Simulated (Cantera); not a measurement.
A perfectly stirred reactor is fed with CH₄ : H₂O = 1 : 5 (molar parts), at 0.400 bar; it is held at 1775 K, and followed from long to short residence time.

Cantera simulation using GRI-Mech 3.0 (53 species, 325 reactions); the numbers are that mechanism's predictions, not measurements.

Task: Predict: x(CH₄) at τ = 2.60 s; x(H₂O) at τ = 2.60 s; x(C₂H₄) at τ = 2.60 s; x(HCO) at τ = 2.60 s; x(CH₂) at τ = 2.60 s; x(CH₄) at τ = 43.0 ms; x(H₂O) at τ = 43.0 ms; x(C₂H₄) at τ = 43.0 ms; x(HCO) at τ = 43.0 ms; x(CH₂) at τ = 43.0 ms.

Result: 
```
Property                  Result
----------------------  --------
x(CH₄) at τ = 2.60 s     0.00586
x(H₂O) at τ = 2.60 s       0.487
x(C₂H₄) at τ = 2.60 s    1.19e-5
x(HCO) at τ = 2.60 s     8.49e-9
x(CH₂) at τ = 2.60 s     7.13e-8
x(CH₄) at τ = 43.0 ms     0.0389
x(H₂O) at τ = 43.0 ms      0.661
x(C₂H₄) at τ = 43.0 ms  0.000407
x(HCO) at τ = 43.0 ms    2.53e-8
x(CH₂) at τ = 43.0 ms    8.05e-7
```
